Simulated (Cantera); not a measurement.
## Equilibrium for silicon epitaxy and polysilicon growth: Si2Cl6 + H2 + Cl2

Input: 1 mol Si2Cl6, 64 mol H2, 0.63 mol Cl2, equilibrated at 0.00870 bar.

Cantera equilibrium calculation (NASA polynomials, part measured and part estimated; ideal gas, pure solids and liquids). Candidate condensed phases: Si; 19 gas species. The feed counts by its element totals alone. The tables' values for SiCl3 are old estimates; treat these amounts as uncertain. Kinetics and transport are ignored.

| T (°C) | x H2 | x HCl | x SiCl2 | x SiCl4 | x SiHCl3 | n Si(s) |
|---|---|---|---|---|---|---|
| 852 | 0.930 | 0.0517 | 0.00609 | 0.00782 | 0.00244 | 0.769 |
| 902 | 0.922 | 0.0612 | 0.00927 | 0.00437 | 0.00155 | 0.838 |
| 952 | 0.916 | 0.0674 | 0.0121 | 0.00203 | 0.000860 | 0.867 |
| 1002 | 0.913 | 0.0705 | 0.0141 | 0.000835 | 0.000436 | 0.867 |
| 1052 | 0.911 | 0.0717 | 0.0154 | 0.000331 | 0.000215 | 0.853 |
| 1102 | 0.911 | 0.0718 | 0.0163 | 0.000133 | 0.000108 | 0.833 |
| 1152 | 0.911 | 0.0716 | 0.0170 | 5.61e-5 | 5.58e-5 | 0.811 |
| 1202 | 0.911 | 0.0711 | 0.0175 | 2.47e-5 | 3.00e-5 | 0.789 |
x: gas mole fraction; n: condensed amount in mol.

From 852 °C to 1202 °C the condensed part is Si(s). The main Si-bearing gas is SiCl4 at 852 °C and SiCl2 at 1202 °C. The share of Si in condensed phases is highest at 1002 °C (43.4 %) and lowest at 852 °C (38.4 %).
